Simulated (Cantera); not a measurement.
A closed system holds: 1 mol CH₃Cl, 8.6 mol H₂, equilibrated at 1.30e-5 bar.

Equilibrium computed with Cantera from the NASA thermochemical tables; the gas is ideal and each condensed phase is pure. Candidate condensed phases: C, C₆H₆, C₇H₈, C₈H₁₈; 91 gas species. Equilibrium is a limit: real reactors are often held back by kinetics, nucleation or transport.

Problem. Which condensed phases are stable at each of these points (T (K)): 2123, 2173, 2223, 2273, 2323, 2373, 2423, 2473?

Solution. 
| T (K) | condensed phases | C condensed (%) |
|---|---|---|
| 2123 | C(graphite) | 97.9 |
| 2173 | C(graphite) | 97.3 |
| 2223 | C(graphite) | 95.9 |
| 2273 | C(graphite) | 92.4 |
| 2323 | C(graphite) | 83.6 |
| 2373 | C(graphite) | 62.8 |
| 2423 | C(graphite) | 14.6 |
| 2473 | gas only | 0.0 |

From 2123 K to 2423 K the condensed part is C(graphite). At 2473 K nothing is condensed.
